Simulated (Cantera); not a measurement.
An isothermal, constant-pressure homogeneous reactor starts with CH4 : N2 = 1 : 5 (molar parts), at 1625 K and 50000 Pa. Integrator tolerance rtol = 1e-08.

Detailed kinetics in Cantera: GRI-Mech 3.0 (53 species, 325 reactions). GRI-Mech 3.0 stops at C3 and has no aromatics, soot or wall deposition, so with more carbon than oxygen in the feed, carbon stays in small species such as C2H2 where larger ones or solid carbon would form.

Problem. What does this change do: 0.26 parts H2O added?

Solution. 
```csv
quantity,before,after
x(CH4) at 200 s,0.00309 (gas-phase equilibrium 0.00208),0.00326 (gas-phase equilibrium 0.00206)
x(CH2) at 200 s,2.90e-9 (gas-phase equilibrium 1.94e-9),2.59e-9 (gas-phase equilibrium 1.62e-9)
x(H) at 200 s,4.60e-5 (gas-phase equilibrium 4.62e-5),4.99e-5 (gas-phase equilibrium 5.01e-5)
x(C2H6) at 200 s,2.44e-7 (gas-phase equilibrium 1.10e-7),2.30e-7 (gas-phase equilibrium 9.09e-8)
x(C2H) at 200 s,5.85e-8 (gas-phase equilibrium 2.58e-8),3.66e-8 (gas-phase equilibrium 1.42e-8)
x(C2H2) at 200 s,0.0695 (gas-phase equilibrium 0.0308),0.0472 (gas-phase equilibrium 0.0184)
x(H2) at 200 s,0.210 (gas-phase equilibrium 0.211),0.247 (gas-phase equilibrium 0.249)
```
